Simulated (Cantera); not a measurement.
Input: 1 mol H₂S, 0.46 mol H₂, equilibrated at 120 bar.

Method: chemical equilibrium by Gibbs-energy minimisation in Cantera with the NASA 1993 tables (ideal gas, pure condensed phases). Candidate condensed phases: S; 14 gas species. Ions and electrons are included (thermal ionisation). The ideal-gas law is rough above about 30 bar. Rates play no part. All values below are at 4727 °C.

Base state: H 0.334, H₂ 0.323, S 0.166, SH 0.116, S₂ 0.0443, H₂S 0.0168 (mole fractions); condensed: gas only.

Question: What changes in the equilibrium state with this change: 0.38 mol HF added?

Answer: 
```
species  before     after
-------  ------  --------
H         0.334     0.307
H₂        0.323     0.273
S         0.166     0.149
HF            0     0.118
H₂S      0.0168    0.0128
S₂       0.0443    0.0361
SH        0.116    0.0961
F             0   0.00734
SF            0  0.000594
```
